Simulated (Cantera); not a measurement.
## Ignition delay

Mixture: 2.69 % CH4, 7.27 % O2, 88.9 % N2, 1.13 % H2O, at 9.87 atm, adiabatic and at constant volume. Ignition delay is the time to a rise of 400 K.

Model: GRI-Mech 3.0 (53 species, 325 reactions), integrated in Cantera.

| T0 (K) | delay (ms) |
|---|---|
| 1175 | 16.8 |
| 1225 | 9.32 |
| 1275 | 5.31 |
| 1325 | 3.09 |
| 1375 | 1.82 |
| 1425 | 1.09 |

The apparent activation energy between 1325 and 1425 K is 160 kJ/mol.
